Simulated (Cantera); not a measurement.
## Chemical vapour transport: Al + I2 + H2

Charge: 1 mol Al, 0.15 mol I2, 0.68 mol H2, held at 6.20 bar.

Method: chemical equilibrium by Gibbs-energy minimisation in Cantera with the NASA 1993 tables (ideal gas, pure condensed phases). Candidate condensed phases: Al, AlI3, I2; 11 gas species. Rates play no part.

| T (K) | x H2 | x AlI | x AlI3 | x Al2I6 | x HI | x I | x H | x AlH | n Al(s) | n Al(l) |
|---|---|---|---|---|---|---|---|---|---|---|
| 823 | 0.879 | 0.000116 | 0.112 | 0.00868 | 1.18e-5 | 6.01e-9 | 2.76e-12 | <1e-12 | 0.900 | 0 |
| 898 | 0.874 | 0.000568 | 0.122 | 0.00329 | 3.61e-5 | 5.11e-8 | 4.11e-11 | 1.49e-11 | 0.900 | 0 |
| 973 | 0.872 | 0.00204 | 0.125 | 0.00134 | 9.35e-5 | 3.14e-7 | 4.05e-10 | 1.90e-10 | 0 | 0.899 |
| 1048 | 0.869 | 0.00584 | 0.125 | 0.000597 | 0.000213 | 1.50e-6 | 2.89e-9 | 1.59e-9 | 0 | 0.897 |
| 1123 | 0.863 | 0.0143 | 0.122 | 0.000286 | 0.000432 | 5.81e-6 | 1.59e-8 | 9.98e-9 | 0 | 0.893 |
| 1198 | 0.853 | 0.0308 | 0.115 | 0.000141 | 0.000789 | 1.88e-5 | 7.05e-8 | 4.92e-8 | 0 | 0.884 |
| 1273 | 0.837 | 0.0592 | 0.103 | 6.78e-5 | 0.00131 | 5.18e-5 | 2.62e-7 | 1.99e-7 | 0 | 0.868 |
| 1348 | 0.811 | 0.102 | 0.0847 | 2.94e-5 | 0.00198 | 0.000124 | 8.37e-7 | 6.83e-7 | 0 | 0.844 |
| 1423 | 0.779 | 0.157 | 0.0614 | 1.04e-5 | 0.00272 | 0.000258 | 2.35e-6 | 2.03e-6 | 0 | 0.810 |
| 1498 | 0.745 | 0.215 | 0.0370 | 2.64e-6 | 0.00334 | 0.000465 | 5.96e-6 | 5.39e-6 | 0 | 0.771 |
| 1573 | 0.718 | 0.260 | 0.0178 | 4.50e-7 | 0.00369 | 0.000724 | 1.38e-5 | 1.30e-5 | 0 | 0.738 |
x: gas mole fraction; n: condensed amount in mol.

From 823 K to 898 K the condensed part is Al(s). From 973 K to 1573 K the condensed part is Al(l). The main Al-bearing gas is AlI3 at 823 K and AlI at 1573 K.
